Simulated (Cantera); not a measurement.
## Iron carbonyl, mercury and lead vapours: Pb + H2 + N2

Charge: 1 mol Pb, 6.9 mol H2, 5.8 mol N2, held at 13.3 mbar.

Cantera equilibrium calculation (NASA polynomials, part measured and part estimated; ideal gas, pure solids and liquids). Candidate condensed phases: Pb; 11 gas species. Kinetics and transport are ignored.

```csv
T (K),x H2,x N2,x Pb,x NH3,n Pb(s),n Pb(l)
475,0.541,0.457,<1e-12,0.00214,1.00,0
575,0.543,0.457,7.19e-11,0.000235,1.00,0
675,0.543,0.457,2.54e-8,4.72e-5,0,1.00
775,0.543,0.457,1.87e-6,1.40e-5,0,1.000
875,0.543,0.457,5.06e-5,5.38e-6,0,0.999
975,0.543,0.456,0.000688,2.49e-6,0,0.991
1075,0.540,0.454,0.00570,1.31e-6,0,0.927
1175,0.526,0.442,0.0327,7.27e-7,0,0.571
1275,0.504,0.423,0.0730,4.26e-7,0,0
1375,0.504,0.423,0.0730,2.90e-7,0,0
```
x: gas mole fraction; n: condensed amount in mol.

From 475 K to 575 K the condensed part is Pb(s). From 675 K to 1175 K the condensed part is Pb(l). From 1275 K to 1375 K nothing is condensed.
